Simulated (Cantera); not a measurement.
Charge: 1 mol Al, 0.046 mol O2, 12 mol H2, held at 0.840 bar.

These are equilibrium values from Cantera (NASA tables, ideal gas, pure condensed phases), not measurements of a reactor. Candidate condensed phases: Al, Al2O3, H2O; 19 gas species. Mutual solubility and eutectic melting of coexisting phases are not modelled. The tables' values for AlOH are old estimates; treat these amounts as uncertain. Kinetics and transport are ignored.

x: gas mole fraction; n: condensed amount in mol.

| T (K) | x H2 | x Al2O | x Al | x AlH | x H | x AlOH | x Al2 | n Al(s) | n Al2O3(s) | n Al(l) |
|---|---|---|---|---|---|---|---|---|---|---|
| 825 | 1.00 | <1e-12 | <1e-12 | 2.15e-12 | 8.66e-12 | <1e-12 | <1e-12 | 0.939 | 0.0307 | 0 |
| 925 | 1.00 | <1e-12 | ___ | ___ | ___ | <1e-12 | <1e-12 | 0.939 | 0.0307 | 0 |
| 1025 | 1.00 | 7.80e-12 | 1.51e-10 | 2.50e-9 | 4.75e-9 | <1e-12 | <1e-12 | 0 | 0.0307 | 0.939 |
| 1125 | 1.00 | ___ | ___ | ___ | ___ | 2.23e-12 | <1e-12 | 0 | 0.0307 | 0.939 |
| 1225 | 1.000 | 1.22e-8 | 5.98e-8 | 2.45e-7 | 3.40e-7 | 5.11e-11 | <1e-12 | 0 | 0.0307 | 0.939 |
| 1325 | 1.000 | 2.05e-7 | 5.97e-7 | 1.43e-6 | 1.78e-6 | 7.22e-10 | 1.82e-11 | 0 | 0.0307 | 0.939 |
| 1425 | 1.000 | 2.27e-6 | 4.28e-6 | 6.44e-6 | 7.44e-6 | 6.95e-9 | 3.12e-10 | 0 | 0.0307 | 0.939 |
| 1525 | 1.000 | 1.82e-5 | 2.36e-5 | 2.37e-5 | 2.58e-5 | 4.93e-8 | 3.64e-9 | 0 | 0.0306 | 0.938 |
| 1625 | 1.000 | 0.000111 | 0.000105 | 7.38e-5 | 7.70e-5 | 2.73e-7 | 3.10e-8 | 0 | 0.0302 | 0.935 |
| 1725 | 0.999 | 0.000544 | 0.000389 | 0.000201 | 0.000203 | 1.23e-6 | 2.04e-7 | 0 | 0.0285 | 0.923 |
| 1825 | 0.996 | 0.00222 | 0.00125 | 0.000486 | 0.000479 | 4.65e-6 | 1.08e-6 | 0 | 0.0217 | 0.882 |
| 1925 | 0.987 | 0.00756 | 0.00353 | 0.00107 | 0.00104 | 1.49e-5 | 4.80e-6 | 0 | 0 | 0.760 |

What belongs in the gaps?


- 1125, x Al2O: 4.33e-10
- 1125, x Al: 3.94e-9
- 1125, x AlH: 3.05e-8
- 1125, x H: 4.85e-8
- 925, x Al: 2.79e-12
- 925, x AlH: 1.16e-10
- 925, x H: 2.84e-10
